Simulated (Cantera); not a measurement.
Source: NASA polynomial tables (part measured, part estimated), evaluated in Cantera. Values are per mole of reaction as written; species without (g) are pure solids or liquids, kept so even where they would boil at 1 bar.

2 SiO(g) + 4 CO(g) = 2 SiC₂(g) + 3 O₂(g), with ΔH° = 1873.1 kJ and ΔS° = -124.8 J/K at 300 K.

How far is the shortcut ΔG° ≈ ΔH°(300 K) − T·ΔS°(300 K) from the full temperature-dependent value at 798, 873, 948, 1023, 1098, 1173, 1248, 1323 K?


```
T (K)  shortcut (kJ)  full (kJ)  difference (kJ)  difference in log10 K
-----  -------------  ---------  ---------------  ---------------------
798           1972.7     1970.2              2.5                  -0.17
873           1982.1     1978.7              3.4                  -0.20
948           1991.4     1987.1              4.4                  -0.24
1023          2000.8     1995.4              5.4                  -0.28
1098          2010.2     2003.6              6.6                  -0.31
1173          2019.5     2011.7              7.8                  -0.35
1248          2028.9     2019.8              9.1                  -0.38
1323          2038.2     2027.8             10.5                  -0.41
```
The shortcut ignores the heat-capacity change of the reaction.
